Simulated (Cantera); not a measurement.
Feed: 1 mol Fe2O3, 1.3 mol C, 0.16 mol H2, at 1577 °C and 0.133 bar.

Cantera equilibrium calculation (NASA polynomials, part measured and part estimated; ideal gas, pure solids and liquids). Candidate condensed phases: C, C6H6, C7H8, C8H18, Fe, Fe(CO)5, FeO, Fe(OH)2, Fe(OH)3, Fe2O3, Fe3O4, H2O; 114 gas species. Each liquid is taken as pure. Mutual solubility and eutectic melting of coexisting phases are not modelled. The tables' stoichiometric FeO is somewhat more stable than real wüstite, so its field is too wide. FeO: taken at fixed stoichiometry. Rates play no part.

Base state: CO 0.799, CO2 0.0911, H2 0.0750, H2O 0.0343, Fe 0.000439, H 0.000404, OH 1.37e-5 (mole fractions); condensed: Fe(l) + FeO(l).

Question: What changes in the equilibrium state with this change: Fe2O3 replaced by SiO2?

Answer: 
```csv
species,before,after
CO,0.799,0.627
SiO,0,0.274
H2,0.0750,0.0986
CO2,0.0911,2.42e-5
H2O,0.0343,1.53e-5
Fe,0.000439,0
Si,0,1.20e-5
OH,1.37e-5,5.30e-9
H,0.000404,0.000463
"Fe(l), mol",0.483,0
"FeO(l), mol",1.52,0
"SiC(s), mol",0,0.285
"SiO2(condensed), mol",0,0.271
```
The tables hold silica as quartz up to 1696 K and as liquid above; real silica turns to tridymite and cristobalite and melts near 1996 K. Further candidate phases: Si, SiC, SiO2.
